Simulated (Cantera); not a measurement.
Input (Python, Cantera):

```python
import numpy as np
import cantera as ct

gas = ct.Solution("gri30.yaml")
gas.TPX = 1500, 100000, {'CO': 1, 'H2': 0.27, 'O2': 0.894, 'N2': 3.36}
reactor = ct.IdealGasConstPressureReactor(gas, energy="on", clone=False)
net = ct.ReactorNet([reactor])
net.rtol, net.atol = 1e-08, 1e-16
show = ['CO', 'H2', 'O2', 'H2O2', 'O', 'HO2', 'N2O']
times = np.geomspace(2e-06, 0.3, 15)

steps = ct.SolutionArray(gas, extra=["t"])
rows = []
print(f"{'t/s':>10s}{'T/K':>9s}{'P/Pa':>11s}" + "".join(f"{s:>11s}" for s in show))
for t in times:
    while net.time < t:
        t_next = net.step()
        steps.append(gas.state, t=t_next)
    rows.append([np.interp(t, steps.t, y) for y in (steps.T, steps.P, *steps(*show).X.T)])
    print(f"{t:10.3e}{rows[-1][0]:9.1f}{rows[-1][1]:11.4g}" + "".join(f"{x:11.3e}" for x in rows[-1][2:]))
rate = np.gradient(steps.T, steps.t)
print("integrator steps:", len(steps.t))
if steps.T.max() > steps.T[0] + 200:
    print(f"time of steepest temperature rise: {steps.t[rate.argmax()]:.4e} s")
gas.TPX = 1500, 100000, {'CO': 1, 'H2': 0.27, 'O2': 0.894, 'N2': 3.36}
gas.equilibrate("HP")
print(f"equilibrium (HP): T = {gas.T:.1f} K  " + "  ".join(f"{s} {gas[s].X[0]:.3e}" for s in show))
```

It prints:

```
       t/s      T/K       P/Pa         CO         H2         O2       H2O2          O        HO2        N2O
 2.000e-06   1500.0      1e+05  1.810e-01  4.888e-02  1.618e-01  2.215e-10  1.630e-07  9.805e-08  2.187e-13
 4.685e-06   1500.0      1e+05  1.810e-01  4.887e-02  1.618e-01  1.096e-09  9.904e-07  2.567e-07  1.642e-12
 1.098e-05   1500.1      1e+05  1.810e-01  4.874e-02  1.617e-01  1.413e-08  4.435e-05  3.537e-06  7.330e-11
 2.572e-05   1584.5      1e+05  1.604e-01  6.144e-03  1.217e-01  1.021e-06  2.360e-02  2.858e-05  8.610e-08
 6.024e-05   1927.7      1e+05  9.632e-02  5.369e-03  8.330e-02  2.501e-07  3.852e-02  1.178e-05  2.058e-07
 1.411e-04   2233.2      1e+05  8.307e-02  4.679e-03  7.961e-02  1.018e-07  2.662e-02  6.167e-06  2.558e-07
 3.306e-04   2486.3      1e+05  6.870e-02  3.420e-03  7.592e-02  6.837e-08  1.619e-02  4.335e-06  3.767e-07
 7.746e-04   2654.7      1e+05  5.515e-02  2.501e-03  7.100e-02  9.915e-08  1.028e-02  5.811e-06  6.061e-07
 1.815e-03   2685.2      1e+05  5.181e-02  2.315e-03  6.806e-02  1.152e-07  8.974e-03  6.320e-06  6.941e-07
 4.251e-03   2680.0      1e+05  5.145e-02  2.308e-03  6.541e-02  1.127e-07  8.553e-03  6.085e-06  7.405e-07
 9.960e-03   2676.7      1e+05  5.126e-02  2.305e-03  6.382e-02  1.110e-07  8.310e-03  5.940e-06  7.803e-07
 2.333e-02   2676.3      1e+05  5.124e-02  2.305e-03  6.363e-02  1.108e-07  8.280e-03  5.922e-06  7.859e-07
 5.466e-02   2676.3      1e+05  5.124e-02  2.305e-03  6.363e-02  1.108e-07  8.280e-03  5.922e-06  7.859e-07
 1.281e-01   2676.3      1e+05  5.124e-02  2.305e-03  6.363e-02  1.108e-07  8.280e-03  5.922e-06  7.859e-07
 3.000e-01   2676.3      1e+05  5.124e-02  2.305e-03  6.363e-02  1.108e-07  8.280e-03  5.922e-06  7.859e-07
integrator steps: 1418
time of steepest temperature rise: 2.4335e-05 s
equilibrium (HP): T = 2676.3 K  CO 5.124e-02  H2 2.305e-03  O2 6.363e-02  H2O2 1.108e-07  O 8.280e-03  HO2 5.922e-06  N2O 7.859e-07
```

Cantera simulation using GRI-Mech 3.0 (53 species, 325 reactions); the numbers are that mechanism's predictions, not measurements.
